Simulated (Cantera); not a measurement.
A perfectly stirred reactor is fed with 18.9 % CH₄, 81.1 % H₂O, at 0.987 atm; it is held at 1673 K, and followed from long to short residence time.

Cantera simulation using GRI-Mech 3.0 (53 species, 325 reactions); the numbers are that mechanism's predictions, not measurements.

x: mole fraction; the columns are a selection and need not sum to one.

```csv
τ (s),x CH₄,x H₂O,x O₂,x OH,x C₂H,x CH₂CO,x HCO
0.79,0.0274,0.528,3.62e-10,4.84e-6,(withheld),1.61e-5,4.40e-9
0.28,0.0403,0.589,5.02e-10,5.79e-6,(withheld),3.12e-5,3.72e-9
0.10,0.0573,0.653,7.58e-10,6.91e-6,3.77e-8,4.83e-5,3.91e-9
0.037,0.0796,0.706,1.18e-9,7.96e-6,4.07e-8,5.80e-5,5.05e-9
0.013,0.109,0.747,1.82e-9,8.95e-6,(withheld),5.31e-5,7.01e-9
0.0049,0.138,0.775,2.32e-9,9.78e-6,(withheld),3.57e-5,9.05e-9
0.0018,0.162,0.795,1.96e-9,1.03e-5,(withheld),1.44e-5,1.00e-8
```

Complete the blanks.


- 0.79, x C₂H: 1.58e-8
- 0.28, x C₂H: 2.74e-8
- 0.013, x C₂H: 3.39e-8
- 0.0049, x C₂H: 2.17e-8
- 0.0018, x C₂H: 9.01e-9
